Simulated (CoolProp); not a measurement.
Vapour-liquid equilibrium of benzene (1) + n-decane (2) at 0.00914 MPa; x and y are mole fractions of (1).

Computed with CoolProp (multi-fluid Helmholtz-energy mixture model, Thol 2012 and Lemmon 2006; pair parameters Bell 2016).

**Question.** Give the bubble temperature and the first vapour's composition at x = 0.2, 0.35, 0.5. Is there an azeotrope?

**Answer.** x = 0.2: 322.6 K, y = 0.925; x = 0.35: 310.0 K, y = 0.971; x = 0.5: 303.2 K, y = 0.985. No azeotrope shows between x = 0.05 and 0.95.

The pair parameters rest on a limited set of measurements; away from them the model extrapolates.
